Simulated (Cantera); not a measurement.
# SiH₂Cl₂ + HCl + N₂ (silicon epitaxy and polysilicon growth)

Input: 1 mol SiH₂Cl₂, 0.028 mol HCl, 34 mol N₂, equilibrated at 8.60 mbar.

These are equilibrium values from Cantera (NASA tables, ideal gas, pure condensed phases), not measurements of a reactor. Candidate condensed phases: NH₄Cl, Si, Si₃N₄; 28 gas species. N₂ is the only nitrogen source here; it is nearly inert below about 1500 K, so the nitride shown seldom forms there in practice. The tables' values for SiCl₃, SiCl, SiN are old estimates; treat these amounts as uncertain. Kinetics and transport are ignored.

```csv
T (°C),x N₂,x HCl,x H₂,x SiCl₂,x SiCl₄,n Si₃N₄(s),n Si(l)
725,0.946,0.0424,0.00749,6.11e-7,0.00373,0.289,0
800,0.946,0.0433,0.00703,6.33e-6,0.00348,0.292,0
875,0.946,0.0440,0.00669,4.76e-5,0.00323,0.293,0
950,0.946,0.0444,0.00650,0.000271,0.00287,0.292,0
1025,0.945,0.0440,0.00664,0.00117,0.00223,0.285,0
1100,0.945,0.0422,0.00753,0.00355,0.00124,0.265,0
1175,0.944,0.0378,0.00961,0.00734,0.000429,0.230,0
1250,0.943,0.0317,0.0126,0.0114,0.000108,0.189,0
1325,0.943,0.0252,0.0157,0.0151,2.48e-5,0.149,0
1400,0.943,0.0194,0.0185,0.0182,5.66e-6,0.113,0
1475,0.943,0.0147,0.0207,0.0206,1.35e-6,0.0832,0
1550,0.943,0.0124,0.0215,0.0215,4.27e-7,0,0.189
```
x: gas mole fraction; n: condensed amount in mol.

From 725 °C to 1475 °C the condensed part is Si₃N₄(s). At 1550 °C the condensed part is Si(l). The main Si-bearing gas is SiCl₄ at 725 °C and SiCl₂ at 1550 °C. The share of Si in condensed phases is highest at 875 °C (88.0 %) and lowest at 1550 °C (18.9 %).
